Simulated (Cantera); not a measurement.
**Thermodynamics of aluminium nitride and oxide growth, feed Al(CH3)3 + H2O + N2**

Feed: 1 mol Al(CH3)3, 0.26 mol H2O, 22 mol N2, at 13.0 Pa.

These are equilibrium values from Cantera (NASA tables, ideal gas, pure condensed phases), not measurements of a reactor. Candidate condensed phases: Al, AlN, Al2O3, C, C6H6, C7H8, C8H18, H2O; 148 gas species. The feed counts by its element totals alone. Mutual solubility and eutectic melting of coexisting phases are not modelled. Condensed phases not in the tables: aluminium oxynitride. Equilibrium is a limit: real reactors are often held back by kinetics, nucleation or transport.

From 623 K to 1023 K the condensed part is AlN(s) + Al2O3(s) + C(graphite). From 1223 K to 1623 K the condensed part is AlN(s) + C(graphite). From 1823 K to 2223 K the condensed part is C(graphite).

```json
[
 {"T (K)": "623", "x N2": "0.820", "x H2": "0.180", "x H": "<1e-12", "x Al": "<1e-12", "n AlN(s)": "0.827", "n Al2O3(s)": "0.0867", "n C(graphite)": "2.99"},
 {"T (K)": "823", "x N2": "0.819", "x H2": "0.181", "x H": "2.73e-10", "x Al": "<1e-12", "n AlN(s)": "0.827", "n Al2O3(s)": "0.0867", "n C(graphite)": "3.00"},
 {"T (K)": "1023", "x N2": "0.819", "x H2": "0.181", "x H": "1.54e-7", "x Al": "<1e-12", "n AlN(s)": "0.843", "n Al2O3(s)": "0.0784", "n C(graphite)": "2.98"},
 {"T (K)": "1223", "x N2": "0.811", "x H2": "0.179", "x H": "1.12e-5", "x Al": "4.24e-10", "n AlN(s)": "1.00", "n Al2O3(s)": "0", "n C(graphite)": "2.74"},
 {"T (K)": "1423", "x N2": "0.810", "x H2": "0.179", "x H": "0.000247", "x Al": "2.92e-6", "n AlN(s)": "1.000", "n Al2O3(s)": "0", "n C(graphite)": "2.73"},
 {"T (K)": "1623", "x N2": "0.808", "x H2": "0.177", "x H": "0.00255", "x Al": "0.00222", "n AlN(s)": "0.941", "n Al2O3(s)": "0", "n C(graphite)": "2.72"},
 {"T (K)": "1823", "x N2": "0.778", "x H2": "0.160", "x H": "0.0152", "x Al": "0.0353", "n AlN(s)": "0", "n Al2O3(s)": "0", "n C(graphite)": "2.67"},
 {"T (K)": "2023", "x N2": "0.759", "x H2": "0.132", "x H": "0.0604", "x Al": "0.0346", "n AlN(s)": "0", "n Al2O3(s)": "0", "n C(graphite)": "2.58"},
 {"T (K)": "2223", "x N2": "0.720", "x H2": "0.0753", "x H": "0.154", "x Al": "0.0329", "n AlN(s)": "0", "n Al2O3(s)": "0", "n C(graphite)": "2.46"}
]
```
x: gas mole fraction; n: condensed amount in mol.
